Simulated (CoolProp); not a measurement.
Sulfur dioxide along the isobar 298 bar: density (kg/m³) from the reference equation and from simpler models built on Tc = 430.6 K, pc = 78.87 bar, ω = 0.256; each cubic takes its own stable root.

The numbers come from the reference Helmholtz-energy equation of state, Gao 2016 in CoolProp.

```
T (K)          phase  reference
-----  -------------  ---------
280           liquid       1464
297.3         liquid       1423
314.5         liquid       1382
331.8         liquid       1340
349.1         liquid       1297
366.4         liquid       1252
383.6         liquid       1205
400.9         liquid       1155
418.2         liquid       1103
435.5  supercritical       1048
452.7  supercritical      989.9
470    supercritical      928.2
487.3  supercritical      863.8
504.5  supercritical      798.3
521.8  supercritical      733.2
```

**Question.** How far does each simpler model (Redlich-Kwong, Soave-Redlich-Kwong, Peng-Robinson) lie from the reference over these 15 states: mean and median of the absolute difference, and the worst?

**Answer.** 
- Redlich-Kwong: mean 10.7 %, median 11.7 %, worst -12.0 % at 280 K and 298 bar
- Soave-Redlich-Kwong: mean 11.0 %, median 10.5 %, worst -13.3 % at 504.5 K and 298 bar
- Peng-Robinson: mean 2.4 %, median 1.6 %, worst -6.0 % at 521.8 K and 298 bar
